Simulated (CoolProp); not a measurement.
Properties of R143a along the isobar 0.747 MPa.

Values from CoolProp's reference Helmholtz-energy equation of state, Lemmon and Jacobsen 2000.

| T (K) | phase | isothermal compressibility (1/MPa) | fugacity coefficient |
|---|---|---|---|
| 300.6 | gas | 1.567 | 0.8818 |
| 315.4 | gas | 1.517 | 0.9001 |
| 330.3 | gas | 1.482 | 0.9149 |
| 345.1 | gas | 1.457 | 0.9269 |
| 360 | gas | 1.437 | … |
| 374.8 | gas | 1.422 | 0.9452 |
| 389.7 | gas | 1.410 | 0.9523 |
| 404.5 | gas | 1.400 | 0.9582 |
| 419.4 | gas | 1.392 | 0.9634 |
| 434.2 | gas | 1.385 | … |
| 449.1 | gas | 1.379 | … |

### Question
Complete the blanks.

### Answer

- 360, fugacity coefficient: 0.9369
- 434.2, fugacity coefficient: 0.9678
- 449.1, fugacity coefficient: 0.9717
